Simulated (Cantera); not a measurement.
A closed system holds: 1 mol Fe(CO)5, 0.42 mol CO, 12 mol N2, at 56.0 Pa.

Method: chemical equilibrium by Gibbs-energy minimisation in Cantera with the NASA 1993 tables (ideal gas, pure condensed phases). Candidate condensed phases: C, Fe, Fe(CO)5, FeO, Fe2O3, Fe3O4; 27 gas species. Condensed phases not in the tables: cementite and carbon dissolved in iron. Equilibrium is a limit: real reactors are often held back by kinetics, nucleation or transport.

x: gas mole fraction; n: condensed amount in mol.

| T (K) | x N2 | x CO | x CO2 | x Fe | x CN | x C2N2 | n C(graphite) | n Fe(α) | n Fe(γ) |
|---|---|---|---|---|---|---|---|---|---|
| 723 | 0.721 | 0.232 | 0.0471 | <1e-12 | <1e-12 | <1e-12 | 0.783 | 1.00 | 0 |
| 823 | 0.691 | 0.307 | 0.00253 | <1e-12 | <1e-12 | <1e-12 | 0.0439 | 1.00 | 0 |
| 923 | 0.689 | 0.311 | 0.000171 | <1e-12 | <1e-12 | <1e-12 | 0.00297 | 1.00 | 0 |
| 1023 | 0.689 | 0.311 | 1.94e-5 | 8.00e-11 | <1e-12 | <1e-12 | 0 | 1.00 | 0 |
| 1123 | 0.689 | 0.311 | 3.27e-6 | 5.56e-9 | <1e-12 | <1e-12 | 0 | 1.00 | 0 |
| 1223 | 0.689 | 0.311 | 7.46e-7 | 1.89e-7 | … | 8.17e-12 | 0 | 0 | 1.000 |
| 1323 | 0.689 | 0.311 | 2.14e-7 | 3.71e-6 | … | 8.34e-11 | 0 | 0 | 1.000 |
| 1423 | 0.689 | 0.311 | 7.38e-8 | 4.76e-5 | … | 6.15e-10 | 0 | 0 | 0.999 |
| 1523 | 0.689 | 0.311 | 2.94e-8 | 0.000433 | … | 3.48e-9 | 0 | 0 | 0.992 |
| 1623 | 0.687 | 0.310 | 2.81e-8 | 0.00299 | … | 3.48e-9 | 0 | 0 | 0.948 |

### Question
Complete the blanks.

### Answer

- 1223, x CN: 1.13e-12
- 1323, x CN: 2.93e-11
- 1423, x CN: 4.79e-10
- 1523, x CN: 5.42e-9
- 1623, x CN: 2.12e-8
